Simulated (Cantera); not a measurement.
## Ammonia decomposition in nitride growth gas

An isothermal, constant-pressure homogeneous reactor starts with NH3 : N2 = 1 : 3.5 (molar parts), at 2300 K and 1330 Pa.

Computed with Cantera and the gas-phase N/H chemistry of the illustrative SiF4/NH3 mechanism in the Surface Chemkin manual (1991). Walls and surfaces, which speed up NH3 decomposition in real reactors, are not modelled.

| t (s) | x NH3 | x NH2 | x NH | x N2H2 | x N | x H2 | x H |
|---|---|---|---|---|---|---|---|
| 2.00e-6 | 0.222 | 1.18e-6 | 2.07e-12 | <1e-12 | <1e-12 | 1.14e-7 | 9.53e-7 |
| 7.02e-6 | 0.222 | 4.93e-6 | 7.42e-11 | 1.55e-12 | <1e-12 | 1.18e-6 | 2.57e-6 |
| 2.47e-5 | 0.222 | 2.20e-5 | 2.25e-9 | 7.66e-11 | <1e-12 | 8.80e-6 | 4.36e-6 |
| 8.66e-5 | 0.222 | 8.78e-5 | 4.38e-8 | 2.16e-9 | 3.67e-11 | 4.16e-5 | 4.63e-6 |
| 0.000304 | 0.222 | 0.000318 | 7.48e-7 | 3.90e-8 | 2.08e-9 | 0.000159 | 4.74e-6 |
| 0.00107 | 0.221 | 0.00110 | 9.47e-6 | 7.20e-7 | 6.08e-8 | 0.000631 | 6.94e-6 |
| 0.00375 | 0.216 | 0.00282 | 4.35e-5 | 6.48e-6 | 7.07e-7 | 0.00477 | 3.61e-5 |
| 0.0132 | 0.195 | 0.00249 | 7.26e-5 | 7.60e-6 | 4.17e-6 | 0.0309 | 0.000143 |
| 0.0462 | 0.138 | 0.00158 | 8.04e-5 | 4.57e-6 | 9.21e-6 | 0.102 | 0.000387 |
| 0.162 | 0.0475 | 0.000668 | 5.72e-5 | 1.20e-6 | 1.07e-5 | 0.213 | 0.000958 |
| 0.570 | 0.00224 | 7.50e-5 | 1.71e-5 | 3.50e-8 | 8.33e-6 | 0.268 | 0.00285 |
| 2.00 | 1.45e-6 | 2.82e-7 | 3.79e-7 | 2.17e-12 | 1.08e-6 | 0.262 | 0.0161 |
x: mole fraction; the columns are a selection and need not sum to one.

Equilibrium at this temperature and pressure: NH3 1.80e-8, NH2 9.68e-9, NH 3.61e-8, N2H2 <1e-12, N 2.84e-7, H2 0.246, H 0.0419 (gas phase only).
